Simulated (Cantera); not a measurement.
Input: 1 mol Si2Cl6, 0.06 mol Cl2, 21 mol H2, at 1.50 mbar.

Cantera equilibrium calculation (NASA polynomials, part measured and part estimated; ideal gas, pure solids and liquids). Candidate condensed phases: Si; 19 gas species. The feed counts by its element totals alone. The tables' values for SiCl3, SiCl are old estimates; treat these amounts as uncertain. Kinetics and transport are ignored.

x: gas mole fraction; n: condensed amount in mol.

```csv
T (°C),x H2,x HCl,x SiCl2,x SiCl3,x SiCl4,x H,n Si(s)
950,0.818,0.124,0.0458,0.00550,0.00527,7.02e-6,0.624
1000,0.812,0.128,0.0525,0.00408,0.00208,1.66e-5,0.583
1050,0.810,0.129,0.0565,0.00287,[?],[?],0.549
1100,0.809,0.129,0.0591,0.00200,0.000313,7.74e-5,0.522
1150,0.809,0.128,0.0609,0.00141,0.000129,0.000154,0.498
1200,0.810,0.127,0.0622,0.00101,5.59e-5,0.000294,0.476
1250,0.810,0.125,0.0633,0.000735,[?],[?],0.457
1300,0.810,0.124,0.0642,0.000546,1.22e-5,0.000945,0.438
1350,0.810,0.123,0.0649,0.000412,6.09e-6,0.00161,0.419
```

Q: Some entries are withheld; supply them.

A: 
- 1050, x SiCl4: 0.000797
- 1050, x H: 3.69e-5
- 1250, x SiCl4: 2.55e-5
- 1250, x H: 0.000537
